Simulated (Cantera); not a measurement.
## Moist CO burnout

A perfectly stirred reactor is fed with 1.61 % CO, 0.614 % O2, 3.31 % H2O, 94.5 % N2, at 315 Torr; it is held at 1075 K, and followed from long to short residence time.

Cantera simulation using GRI-Mech 3.0 (53 species, 325 reactions); the numbers are that mechanism's predictions, not measurements.

| τ (s) | x CO | x O2 | x H2O | x NO2 | x OH | x H2 | x H |
|---|---|---|---|---|---|---|---|
| 0.52 | 0.00201 | 0.000116 | 0.0312 | 1.51e-12 | 1.98e-5 | 0.00188 | 0.000321 |
| 0.29 | 0.00230 | 0.000190 | 0.0313 | 2.59e-12 | 2.64e-5 | 0.00171 | 0.000390 |
| 0.16 | 0.00273 | 0.000324 | 0.0315 | 4.33e-12 | 3.48e-5 | 0.00153 | 0.000459 |
| 0.093 | 0.00330 | 0.000532 | 0.0316 | 6.53e-12 | 4.35e-5 | 0.00136 | 0.000514 |
| 0.052 | 0.00419 | 0.000891 | 0.0317 | 9.29e-12 | 5.35e-5 | 0.00119 | 0.000559 |
| 0.029 | 0.00544 | 0.00144 | 0.0318 | 1.18e-11 | 6.31e-5 | 0.00104 | 0.000589 |
| 0.017 | 0.00696 | 0.00213 | 0.0319 | 1.31e-11 | 7.02e-5 | 0.000923 | 0.000596 |
| 0.0094 | 0.00903 | 0.00307 | 0.0320 | 1.26e-11 | 7.41e-5 | 0.000787 | 0.000568 |
| 0.0053 | 0.0113 | 0.00408 | 0.0322 | 9.78e-12 | 7.09e-5 | 0.000629 | 0.000486 |
| 0.0030 | 0.0134 | 0.00502 | 0.0325 | 5.61e-12 | 5.78e-5 | 0.000427 | 0.000340 |
x: mole fraction; the columns are a selection and need not sum to one.
